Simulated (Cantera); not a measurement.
Charge: 1 mol NiS, a varied amount of H2, equilibrated at 1048 K and 1 atm.

Cantera equilibrium calculation (NASA polynomials, part measured and part estimated; ideal gas, pure solids and liquids). Candidate condensed phases: Ni, NiS, NiS2, Ni3S2, Ni3S4, S; 9 gas species. Metal and sulfide melt together well below either melting point, which pure phases cannot show. Mutual solubility and eutectic melting of coexisting phases are not modelled. Equilibrium is a limit: real reactors are often held back by kinetics, nucleation or transport.

x: gas mole fraction; n: condensed amount in mol.

```csv
n(H2) (mol),x H2,x H2S,x SH,x S2,x H,n Ni3S2(s),n Ni(s)
11,0.970,0.0303,4.57e-7,1.41e-7,7.56e-9,0.333,0
14,0.976,0.0238,3.58e-7,8.57e-8,7.58e-9,0.333,0
17,0.980,0.0196,2.94e-7,5.77e-8,7.60e-9,0.333,0
22,0.985,0.0152,2.27e-7,3.41e-8,7.62e-9,0.333,0
28,0.988,0.0119,1.78e-7,2.09e-8,7.63e-9,0.333,0
35,0.990,___,___,___,7.64e-9,0.333,0
44,0.992,0.00758,1.13e-7,8.40e-9,7.65e-9,0.333,0
56,0.994,0.00595,8.86e-8,5.17e-9,7.65e-9,0.333,0
71,0.995,___,___,___,7.66e-9,0.333,0
90,0.996,0.00425,6.32e-8,2.63e-9,7.66e-9,0.309,0.0738
```

Problem. Some entries are withheld; supply them.

Solution. 
- 71, x H2S: 0.00469
- 71, x SH: 6.98e-8
- 71, x S2: 3.21e-9
- 35, x H2S: 0.00952
- 35, x SH: 1.42e-7
- 35, x S2: 1.33e-8
